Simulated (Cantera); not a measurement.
Premixed flame

A freely propagating, adiabatic, planar premixed flame of H2 : O2 : N2 = 1 : 0.562 : 2.11 (molar parts), unburnt at 300 K and 1.01 bar; mixture-averaged transport, grid criteria slope 0.08 and curve 0.16, no radiation.

Computed with Cantera and the H2/O2 subset of GRI-Mech 3.0, which has no nitrogen chemistry. Burning velocities carry a grid error of a few per cent, more on coarse grids.

| z (mm) | T (K) | u (m/s) | x H2 | x O2 | x H2O | x OH | x H | x HO2 |
|---|---|---|---|---|---|---|---|---|
| -1.01 | 300 | 2.00 | 0.272 | 0.153 | <1e-8 | <1e-8 | <1e-8 | <1e-8 |
| -0.670 | 300 | 2.00 | 0.272 | 0.153 | <1e-8 | <1e-8 | <1e-8 | <1e-8 |
| -0.503 | 300 | 2.00 | 0.272 | 0.153 | 6.77e-8 | <1e-8 | <1e-8 | <1e-8 |
| -0.335 | 300 | 2.00 | 0.271 | 0.153 | 1.87e-6 | <1e-8 | <1e-8 | 1.19e-7 |
| -0.168 | 321 | 2.11 | 0.259 | 0.156 | 0.000569 | 4.24e-6 | 1.51e-7 | 4.56e-5 |
| -0.0838 | 583 | 3.68 | 0.217 | 0.153 | 0.0210 | 0.000857 | 0.00118 | 0.000430 |
| 0 | 1052 | 6.44 | 0.142 | 0.125 | 0.0924 | 0.00185 | 0.0139 | 0.000145 |
| 0.0838 | 1387 | 8.40 | 0.0707 | 0.0762 | 0.180 | 0.00579 | 0.0290 | 6.87e-5 |
| 0.168 | 1572 | 9.47 | 0.0393 | 0.0489 | 0.225 | 0.00970 | 0.0319 | 3.83e-5 |
| 0.335 | 1751 | 10.5 | 0.0285 | 0.0369 | 0.247 | 0.0129 | 0.0246 | 2.30e-5 |
| 0.670 | 1915 | 11.4 | 0.0241 | 0.0322 | 0.261 | 0.0140 | 0.0152 | 1.48e-5 |
| 1.34 | 2052 | 12.1 | 0.0184 | 0.0284 | 0.274 | 0.0134 | 0.00824 | 9.09e-6 |
| 2.68 | 2157 | 12.6 | 0.0124 | 0.0255 | 0.286 | 0.0116 | 0.00386 | 5.41e-6 |
x: mole fraction of selected species; z is measured from the peak of heat release.

```yaml
laminar_burning_velocity: 200 cm/s
thermal_thickness: 0.335 mm
peak x(OH): 0.0140
peak x(H): 0.0321
peak x(HO2): 0.000495
grid_points: 114
```
